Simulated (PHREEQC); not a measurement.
Consider water at 57 °C with 110 mmol/kgw HF and 0.086 mmol/kgw CuSO4. Closed to the air; pH follows from the charge balance.

Model: ion-association model, wateq4f.dat, run in PHREEQC.

| quantity | before | after |
|---|---|---|
| pH | 2.17 | 5.62 |
| ionic strength (mol/kgw) | 0.00759 | 0.000337 |

**Question.** What was changed between the two runs?
A) CuSO4 left out
B) CuSO4 replaced by Rb2SO4 at the same molality
C) HF left out

**Answer.** C, HF left out

This is a speciation only: nothing precipitates in the calculation. Some of these states are supersaturated (in Tenorite (slow to form), for instance). wateq4f.dat counts part of the HF as a dimer, H2F2, which phreeqc.dat doesn't know; its constant is uncertain. At this temperature some constants are extrapolated from 25 °C, and those without enthalpy data are left unchanged.
